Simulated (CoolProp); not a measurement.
R404A at 484.41 K and 1.05 MPa flows at 0.054 m/s in a round tube of 10 mm bore and 45 µm roughness, fully developed (64/Re and Nu = 3.66 if laminar; Colebrook and Gnielinski if turbulent). Each further row changes one setting.

Model: reference Helmholtz-energy equation of state, Lemmon 2003, in CoolProp. It is a pseudo-pure fit of the blend.

```
case                Reynolds number  Darcy friction factor  pressure drop (Pa/m)  heat-transfer coefficient (W/(m² K))  mass flow (kg/h)
------------------  ---------------  ---------------------  --------------------  ------------------------------------  ----------------
as stated                       720                 0.0889                 0.340                                  10.2             0.400
velocity 0.108 m/s             1440                 0.0444                 0.679                                  10.2             0.800
diameter 20 mm                 1440                 0.0444                0.0849                                  5.10              1.60
```

Viscosity comes from a separate model (Geller 2000). Thermal conductivity comes from a separate model (Geller 2001).
